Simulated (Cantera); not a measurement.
Cantera run, input and output.

```python
import numpy as np
import cantera as ct

gas = ct.Solution("gri30.yaml")
gas.TPX = 1025, 190, {'H2': 0.01, 'O2': 1}
reactor = ct.IdealGasConstPressureReactor(gas, energy="off", clone=False)
net = ct.ReactorNet([reactor])
net.rtol, net.atol = 1e-08, 1e-18
show = ['H2', 'O2', 'O', 'H2O2', 'HO2', 'H']
times = np.geomspace(0.0004, 20, 15)

steps = ct.SolutionArray(gas, extra=["t"])
rows = []
print(f"{'t/s':>10s}{'T/K':>9s}{'P/Pa':>11s}" + "".join(f"{s:>11s}" for s in show))
for t in times:
    while net.time < t:
        t_next = net.step()
        steps.append(gas.state, t=t_next)
    rows.append([np.interp(t, steps.t, y) for y in (steps.T, steps.P, *steps(*show).X.T)])
    print(f"{t:10.3e}{rows[-1][0]:9.1f}{rows[-1][1]:11.4g}" + "".join(f"{x:11.3e}" for x in rows[-1][2:]))
rate = np.gradient(steps.T, steps.t)
print("integrator steps:", len(steps.t))
if steps.T.max() > steps.T[0] + 200:
    print(f"time of steepest temperature rise: {steps.t[rate.argmax()]:.4e} s")
gas.TPX = 1025, 190, {'H2': 0.01, 'O2': 1}
gas.equilibrate("TP")
print(f"equilibrium (TP): T = {gas.T:.1f} K  " + "  ".join(f"{s} {gas[s].X[0]:.3e}" for s in show))
```

Result:

```
       t/s      T/K       P/Pa         H2         O2          O       H2O2        HO2          H
 4.000e-04   1025.0        190  9.901e-03  9.901e-01  2.326e-12  4.122e-17  1.057e-11  8.334e-12
 8.664e-04   1025.0        190  9.901e-03  9.901e-01  9.245e-12  1.933e-16  2.290e-11  1.448e-11
 1.876e-03   1025.0        190  9.901e-03  9.901e-01  3.315e-11  9.068e-16  4.961e-11  2.299e-11
 4.064e-03   1025.0        190  9.901e-03  9.901e-01  1.131e-10  4.256e-15  1.075e-10  3.927e-11
 8.803e-03   1025.0        190  9.901e-03  9.901e-01  4.417e-10  1.997e-14  2.332e-10  9.425e-11
 1.907e-02   1025.0        190  9.901e-03  9.901e-01  2.893e-09  9.387e-14  5.089e-10  4.780e-10
 4.130e-02   1025.0        190  9.901e-03  9.901e-01  8.644e-08  4.582e-13  1.261e-09  1.348e-08
 8.944e-02   1025.0        190  9.733e-03  9.899e-01  1.104e-04  8.616e-11  1.617e-07  1.792e-05
 1.937e-01   1025.0        190  1.524e-04  9.817e-01  7.600e-03  5.474e-09  3.675e-07  9.679e-04
 4.196e-01   1025.0        190  4.241e-05  9.820e-01  7.603e-03  2.573e-09  2.821e-07  6.422e-04
 9.088e-01   1025.0        190  3.687e-05  9.830e-01  6.595e-03  2.591e-09  2.675e-07  5.193e-04
 1.968e+00   1025.0        190  2.806e-05  9.848e-01  4.974e-03  2.624e-09  2.398e-07  3.412e-04
 4.263e+00   1025.0        190  1.695e-05  9.869e-01  2.976e-03  2.638e-09  1.937e-07  1.584e-04
 9.234e+00   1025.0        190  7.509e-06  9.886e-01  1.312e-03  2.557e-09  1.330e-07  4.647e-05
 2.000e+01   1025.0        190  2.467e-06  9.896e-01  4.317e-04  2.277e-09  7.499e-08  8.786e-06
integrator steps: 1032
equilibrium (TP): T = 1025.0 K  H2 4.177e-11  O2 9.900e-01  O 7.582e-09  H2O2 1.661e-12  HO2 2.898e-10  H 6.502e-13
```

Detailed kinetics in Cantera: GRI-Mech 3.0 (53 species, 325 reactions). Radical loss at walls, strong at low pressure, is not modelled.
